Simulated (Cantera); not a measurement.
## Equilibrium for silicon epitaxy and polysilicon growth: Si3H8 + HCl + N2

Charge: 1 mol Si3H8, 0.41 mol HCl, 78 mol N2.

These are equilibrium values from Cantera (NASA tables, ideal gas, pure condensed phases), not measurements of a reactor. Candidate condensed phases: NH4Cl, Si, Si3N4; 28 gas species. The feed counts by its element totals alone. N2 is the only nitrogen source here; it is nearly inert below about 1500 K, so the nitride shown seldom forms there in practice. The tables' values for SiCl3 are old estimates. Equilibrium is a limit: real reactors are often held back by kinetics, nucleation or transport.

Stable condensed phases:

```
T in °C \ P in Pa
            100    300    880   2600   7700  23000  68000 200000
   1550       A      A      A      B      B      B      B      B
   1475       A      A      B      B      B      B      B      B
   1400       A      B      B      B      B      B      B      B
   1325       B      B      B      B      B      B      B      B
   1250       B      B      B      B      B      B      B      B
   1175       B      B      B      B      B      B      B      B
   1100       B      B      B      B      B      B      B      B
   1025       B      B      B      B      B      B      B      B
    950       B      B      B      B      B      B      B      B
    875       B      B      B      B      B      B      B      B
    800       B      B      B      B      B      B      B      B
    725       B      B      B      B      B      B      B      B
    650       B      B      B      B      B      B      B      B
```

A: Si; B: Si3N4.
